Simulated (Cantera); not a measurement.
An adiabatic, constant-volume homogeneous reactor starts with CH₄ : H₂ : O₂ : N₂ = 1 : 0.47 : 2.79 : 10.5 (molar parts), equivalence ratio 0.80, at 1750 K and 160000 Pa. Integrator tolerance rtol = 1e-08.

Cantera simulation using GRI-Mech 3.0 (53 species, 325 reactions); the numbers are that mechanism's predictions, not measurements.

Task: What does this change do: 0.058 parts C2H6 added?

Result: 
```
quantity                                                            before                                    after
---------------------------------  ---------------------------------------  ---------------------------------------
time of steepest temperature rise                                  41.6 µs                                  23.6 µs
temperature at 6.00 s                                               2946 K                                   2978 K
equilibrium temperature                                             2946 K                                   2978 K
x(CH₄) at 6.00 s                     <1e-12 (gas-phase equilibrium <1e-12)    <1e-12 (gas-phase equilibrium <1e-12)
x(H₂) at 6.00 s                      0.0147 (gas-phase equilibrium 0.0147)    0.0185 (gas-phase equilibrium 0.0185)
x(O₂) at 6.00 s                      0.0397 (gas-phase equilibrium 0.0397)    0.0323 (gas-phase equilibrium 0.0323)
x(O) at 6.00 s                       0.0113 (gas-phase equilibrium 0.0113)    0.0113 (gas-phase equilibrium 0.0113)
x(HCO) at 6.00 s                   6.52e-8 (gas-phase equilibrium 6.52e-8)  9.75e-8 (gas-phase equilibrium 9.75e-8)
```

Task: What does this change do: H2 0.47 to 0.15 parts?

Result: 
```tsv
quantity	before	after
time of steepest temperature rise	41.6 µs	68.9 µs
temperature at 6.00 s	2946 K	2910 K
equilibrium temperature	2946 K	2910 K
x(CH₄) at 6.00 s	<1e-12 (gas-phase equilibrium <1e-12)	<1e-12 (gas-phase equilibrium <1e-12)
x(H₂) at 6.00 s	0.0147 (gas-phase equilibrium 0.0147)	0.0107 (gas-phase equilibrium 0.0107)
x(O₂) at 6.00 s	0.0397 (gas-phase equilibrium 0.0397)	0.0473 (gas-phase equilibrium 0.0473)
x(O) at 6.00 s	0.0113 (gas-phase equilibrium 0.0113)	0.0109 (gas-phase equilibrium 0.0109)
x(HCO) at 6.00 s	6.52e-8 (gas-phase equilibrium 6.52e-8)	4.61e-8 (gas-phase equilibrium 4.61e-8)
```
